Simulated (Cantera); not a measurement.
Transport properties of process gases

Gas mixture: NO = 0.26 (molar parts), at 0.300 bar, frozen composition.

Cantera's kinetic-theory transport with the Lennard-Jones parameters of GRI-Mech 3.0, ideal gas; thermal conductivity in the mixture-averaged form. The composition is frozen, though it would react at the higher temperatures.

```json
[
 {"T (K)": "400", "ρ (kg/m³)": "0.271", "cp (J/kg/K)": "998.6", "μ (µPa s)": "23.1", "λ (mW/m/K)": "32.4", "Pr": "0.712", "D (cm²/s) OH": "1.75", "D (cm²/s) CO₂": "0.881", "D (cm²/s) NO": "225"},
 {"T (K)": "600", "ρ (kg/m³)": "0.180", "cp (J/kg/K)": "1041", "μ (µPa s)": "30.6", "λ (mW/m/K)": "45.1", "Pr": "0.706", "D (cm²/s) OH": "3.48", "D (cm²/s) CO₂": "1.80", "D (cm²/s) NO": "460"},
 {"T (K)": "800", "ρ (kg/m³)": "0.135", "cp (J/kg/K)": "1092", "μ (µPa s)": "37.1", "λ (mW/m/K)": "57.3", "Pr": "0.708", "D (cm²/s) OH": "5.63", "D (cm²/s) CO₂": "2.95", "D (cm²/s) NO": "754"},
 {"T (K)": "1000", "ρ (kg/m³)": "0.108", "cp (J/kg/K)": "1133", "μ (µPa s)": "42.9", "λ (mW/m/K)": "68.6", "Pr": "0.709", "D (cm²/s) OH": "8.17", "D (cm²/s) CO₂": "4.30", "D (cm²/s) NO": "1100"},
 {"T (K)": "1200", "ρ (kg/m³)": "0.0902", "cp (J/kg/K)": "1159", "μ (µPa s)": "48.4", "λ (mW/m/K)": "79.3", "Pr": "0.707", "D (cm²/s) OH": "11.1", "D (cm²/s) CO₂": "5.85", "D (cm²/s) NO": "1500"},
 {"T (K)": "1400", "ρ (kg/m³)": "0.0773", "cp (J/kg/K)": "1181", "μ (µPa s)": "53.4", "λ (mW/m/K)": "89.4", "Pr": "0.706", "D (cm²/s) OH": "14.3", "D (cm²/s) CO₂": "7.57", "D (cm²/s) NO": "1940"},
 {"T (K)": "1600", "ρ (kg/m³)": "0.0677", "cp (J/kg/K)": "1199", "μ (µPa s)": "58.3", "λ (mW/m/K)": "99.0", "Pr": "0.706", "D (cm²/s) OH": "17.8", "D (cm²/s) CO₂": "9.46", "D (cm²/s) NO": "2420"}
]
```
D: mixture-averaged diffusion coefficient of that species in the mixture.
